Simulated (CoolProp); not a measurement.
Carbonyl sulfide along the isobar 51.6 bar: Z from the reference equation and from simpler models built on Tc = 105.6 °C, pc = 63.69 bar, ω = 0.098; each cubic takes its own stable root.

The numbers come from the reference Helmholtz-energy equation of state, Lemmon 2006 in CoolProp. It is a short technical equation, of lower accuracy than the large ones.

```tsv
T (°C)	phase	reference
-15.75	liquid	0.1308
-6.55	liquid	0.1288
2.65	liquid	0.1271
11.85	liquid	0.1257
21.05	liquid	0.1247
30.25	liquid	0.1240
39.45	liquid	0.1238
48.65	liquid	0.1241
57.85	liquid	0.1250
67.05	liquid	0.1268
76.25	liquid	0.1299
85.45	liquid	0.1356
94.65	gas	0.5318
103.85	gas	0.6122
113.05	gas	0.6627
122.25	gas	0.7007
```

**Question.** How far does each simpler model (van der Waals, Soave-Redlich-Kwong) lie from the reference over these 16 states: mean and median of the absolute difference, and the worst?

**Answer.** 
- van der Waals: mean 42.3 %, median 53.0 %, worst +59.1 % at 85.45 °C and 51.6 bar
- Soave-Redlich-Kwong: mean 7.3 %, median 6.8 %, worst +17.3 % at 85.45 °C and 51.6 bar
